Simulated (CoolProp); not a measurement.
A closed Brayton cycle with carbon dioxide: compressor inlet 327.15 K and 8.6 MPa, high pressure 29.3 MPa, turbine inlet 845 K, compressor efficiency 0.8, turbine efficiency 0.85, recuperator effectiveness 0.9 (on enthalpy, no pinch check). Each further row changes one setting.

The numbers come from the reference Helmholtz-energy equation of state, Span 1996 in CoolProp.

```csv
case,thermal efficiency (%),net work (kJ/kg),compressor to turbine work,compressor exit (K),turbine exit (K)
as stated,30.6,82.2,0.46,432.3,705.1
turbine inlet 795 K,28.4,71.7,0.50,432.3,659.8
compressor inlet 337.15 K,28.6,73.6,0.52,450.9,705.1
high pressure 24.9 MPa,30.4,75.4,0.44,417.7,723.0
recuperator effectiveness 0.5,20.9,82.2,0.46,432.3,705.1
```
